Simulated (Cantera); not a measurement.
Charge: 1 mol C2H6, 0.54 mol O2, 38 mol H2, at 2300 °C and 1.10 bar.

Equilibrium computed with Cantera from the NASA thermochemical tables; the gas is ideal and each condensed phase is pure. Candidate condensed phases: C, C6H6, C7H8, C8H18, H2O; 110 gas species. Kinetics and transport are ignored.

Base state: H2 0.932, H 0.0316, CO 0.0253, C2H2 (acetylene) 0.0105, CH4 0.000113, CH3 6.75e-5, C4H2 4.91e-5, C2H 2.98e-5 (mole fractions); condensed: gas only.

### Question
What changes in the equilibrium state with this change: pressure from 1.10 bar to 5.70 bar?

### Answer
```
species             before     after
----------------  --------  --------
H2                   0.932     0.949
CO                  0.0253    0.0255
H                   0.0316    0.0140
CH4               0.000113  0.000594
C2H2 (acetylene)    0.0105    0.0103
C2H4               6.10e-6   3.16e-5
C2H                2.98e-5   1.27e-5
CH3                6.75e-5  0.000155
C4H2               4.91e-5   4.65e-5
```
